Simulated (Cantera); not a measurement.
Cantera run:

```python
import numpy as np
import cantera as ct

gas_names = [...]  # 113 gases of nasa_gas.yaml made of C, H, O, Ta
cond_names = """
    C(gr) C6H6(L) C7H8(L) C8H18(L),n-octa H2O(s) H2O(L) Ta(cr) Ta(L) TaC(s) TaC(L) Ta2O5(s) Ta2O5(L)
""".split()


# ... load() reads the species with a 1 bar reference pressure and builds the phases ...
atoms = {
    'Ta(OEt)5': {'Ta': 1, 'C': 10, 'H': 25, 'O': 5},
    'O2': {'O': 2},
    'H2': {'H': 2},
}
top_T = {'C(gr)': 4500}  # K; cautious upper limits of use, not melting points


# ... equilibrate(T, P, feed) seeds the gas with the atoms and calls Mixture.equilibrate('TP', solver="vcs", rtol=1e-11, max_steps=5000) ...
results = []
feed = {'Ta(OEt)5': 1, 'O2': 0.026, 'H2': 120}  # mol
P = 100000  # Pa
for T in [948, 1048, 1148, 1248, 1348, 1448, 1548, 1648, 1748, 1848, 1948, 2048, 2148]:
    mix = equilibrate(T, P, feed)
    results.append((T, P, feed, dict(zip(mix.species_names, mix.species_moles))))
    x = sorted(zip(gas.X, gas.species_names), reverse=True)
    print(f"T = {T:g} K  P = {P:g} Pa  gas = {mix.phase_moles(0):.4g} mol")
    print("   x: " + "  ".join(f"{s} {v:.3e}" for v, s in x if v > 1e-05))
    print("   condensed (mol): " + ("  ".join(f"{mix.phase(i).name} {mix.phase_moles(i):.4g}"
          for i in range(1, mix.n_phases) if mix.phase_moles(i) > 1e-12) or "none"))
```

It prints:

```
T = 948 K  P = 100000 Pa  gas = 124.4 mol
   x: H2 9.069e-01  CH4 7.275e-02  H2O 1.269e-02  CO 7.446e-03  CO2 1.885e-04
   condensed (mol): Ta2O5(s) 0.5
T = 1048 K  P = 100000 Pa  gas = 128.2 mol
   x: H2 9.297e-01  CH4 5.046e-02  CO 1.685e-02  H2O 2.929e-03  CO2 6.301e-05
   condensed (mol): C(gr) 1.362  Ta2O5(s) 0.5
T = 1148 K  P = 100000 Pa  gas = 132 mol
   x: H2 9.588e-01  CH4 2.187e-02  CO 1.845e-02  H2O 8.503e-04  CO2 1.385e-05
   condensed (mol): C(gr) 4.674  Ta2O5(s) 0.5
T = 1248 K  P = 100000 Pa  gas = 136.1 mol
   x: H2 9.528e-01  CO 3.656e-02  CH4 1.012e-02  H2O 5.356e-04  CO2 1.320e-05
   condensed (mol): C(gr) 2.645  TaC(s) 1
T = 1348 K  P = 100000 Pa  gas = 136.8 mol
   x: H2 9.577e-01  CO 3.672e-02  CH4 5.351e-03  H2O 2.051e-04
   condensed (mol): C(gr) 3.244  TaC(s) 1
T = 1448 K  P = 100000 Pa  gas = 137.1 mol
   x: H2 9.601e-01  CO 3.675e-02  CH4 3.075e-03  H2O 8.941e-05
   condensed (mol): C(gr) 3.537  TaC(s) 1
T = 1548 K  P = 100000 Pa  gas = 137.3 mol
   x: H2 9.613e-01  CO 3.675e-02  CH4 1.896e-03  H2O 4.339e-05  H 3.019e-05  C2H2,acetylene 1.508e-05
   condensed (mol): C(gr) 3.689  TaC(s) 1
T = 1648 K  P = 100000 Pa  gas = 137.4 mol
   x: H2 9.619e-01  CO 3.675e-02  CH4 1.239e-03  H 8.734e-05  C2H2,acetylene 4.302e-05  H2O 2.302e-05
   condensed (mol): C(gr) 3.768  TaC(s) 1
T = 1748 K  P = 100000 Pa  gas = 137.4 mol
   x: H2 9.621e-01  CO 3.674e-02  CH4 8.512e-04  H 2.241e-04  C2H2,acetylene 1.086e-04  H2O 1.315e-05
   condensed (mol): C(gr) 3.801  TaC(s) 1
T = 1848 K  P = 100000 Pa  gas = 137.5 mol
   x: H2 9.619e-01  CO 3.673e-02  CH4 6.095e-04  H 5.200e-04  C2H2,acetylene 2.477e-04
   condensed (mol): C(gr) 3.795  TaC(s) 1
T = 1948 K  P = 100000 Pa  gas = 137.6 mol
   x: H2 9.612e-01  CO 3.672e-02  H 1.108e-03  C2H2,acetylene 5.180e-04  CH4 4.520e-04  CH3 1.038e-05
   condensed (mol): C(gr) 3.741  TaC(s) 1
T = 2048 K  P = 100000 Pa  gas = 137.7 mol
   x: H2 9.597e-01  CO 3.670e-02  H 2.194e-03  C2H2,acetylene 1.006e-03  CH4 3.453e-04  CH3 1.551e-05
   condensed (mol): C(gr) 3.62  TaC(s) 1
T = 2148 K  P = 100000 Pa  gas = 137.8 mol
   x: H2 9.571e-01  CO 3.666e-02  H 4.078e-03  C2H2,acetylene 1.833e-03  CH4 2.702e-04  CH3 2.226e-05
   condensed (mol): C(gr) 3.4  TaC(s) 1
```

Cantera equilibrium calculation (NASA polynomials, part measured and part estimated; ideal gas, pure solids and liquids). The feed counts by its element totals alone. TaC: taken at fixed stoichiometry. Condensed phases not in the tables: Ta2C.
